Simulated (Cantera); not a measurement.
A Cantera script and its output.

```python
import numpy as np
import cantera as ct

gas = ct.Solution("gri30.yaml")
gas.TPX = 300, 101325, {'CH4': 1, 'C2H6': 0.082, 'C3H8': 0.043, 'O2': 2.72, 'N2': 8.43}
flame = ct.FreeFlame(gas, width=0.04)
flame.set_refine_criteria(ratio=3, slope=0.08, curve=0.16)
flame.transport_model = "mixture-averaged"
flame.solve(loglevel=0, auto=True)
z, T = flame.grid, flame.T
thick = (T[-1] - T[0]) / np.gradient(T, z).max()
show = ['CH4', 'C2H6', 'C3H8', 'NO2', 'H', 'HCN']
print(f"laminar burning velocity  {flame.velocity[0] * 100:.3f} cm/s")
print(f"burnt temperature         {T[-1]:.1f} K")
print(f"thermal thickness         {thick * 1e3:.4f} mm")
print(f"grid points               {len(z)}")
z0 = z[flame.heat_release_rate.argmax()]
print(f"{'z/mm':>9s}{'T/K':>9s}{'u/(m/s)':>9s}" + "".join(f"{s:>11s}" for s in show))
rows = []
for k in (-3, -2, -1.5, -1, -0.5, -0.25, 0, 0.25, 0.5, 1, 2, 4, 8):
    zz = z0 + k * thick
    rows.append([k * thick, np.interp(zz, z, T), np.interp(zz, z, flame.velocity),
                 *(np.interp(zz, z, flame.X[gas.species_index(s)]) for s in show)])
    print(f"{rows[-1][0] * 1e3:9.3f}{rows[-1][1]:9.1f}{rows[-1][2]:9.3f}" + "".join(f"{x:11.3e}" for x in rows[-1][3:]))
```

Result:

```
laminar burning velocity  52.851 cm/s
burnt temperature         2326.9 K
thermal thickness         0.3360 mm
grid points               167
     z/mm      T/K  u/(m/s)        CH4       C2H6       C3H8        NO2          H        HCN
   -1.008    300.0    0.529  8.144e-02  6.678e-03  3.502e-03  7.277e-12  6.756e-19  6.757e-13
   -0.672    300.4    0.530  8.134e-02  6.673e-03  3.499e-03  1.888e-10  2.154e-16  2.154e-11
   -0.504    303.6    0.536  8.104e-02  6.661e-03  3.494e-03  2.796e-09  8.254e-14  4.082e-10
   -0.336    347.5    0.617  7.866e-02  6.587e-03  3.467e-03  5.653e-08  2.287e-10  1.299e-08
   -0.168    804.2    1.454  5.768e-02  5.233e-03  2.620e-03  1.803e-07  4.622e-05  3.553e-07
   -0.084   1283.2    2.353  3.325e-02  2.652e-03  9.053e-04  4.132e-08  5.966e-04  9.879e-07
    0.000   1715.0    3.174  8.566e-03  1.948e-04  2.268e-05  9.058e-09  3.077e-03  1.978e-06
    0.084   1892.0    3.499  6.657e-04  6.858e-07  1.102e-08  3.156e-09  6.002e-03  1.673e-06
    0.168   1945.8    3.582  2.663e-05  6.892e-10  1.098e-12  3.315e-09  7.125e-03  6.318e-07
    0.336   2009.1    3.674  5.335e-08  6.505e-15  7.287e-19  4.080e-09  6.813e-03  6.541e-08
    0.672   2088.4    3.797  1.999e-12  2.310e-21  3.766e-27  5.757e-09  5.066e-03  1.057e-09
    1.344   2174.2    3.933  4.937e-17  1.486e-29  1.588e-38  9.877e-09  3.040e-03  3.985e-12
    2.688   2249.7    4.049  1.976e-17 -2.433e-30  1.962e-46  1.937e-08  1.626e-03  2.946e-12
```

Model: GRI-Mech 3.0 (53 species, 325 reactions), integrated in Cantera. Burning velocities carry a grid error of a few per cent, more on coarse grids.
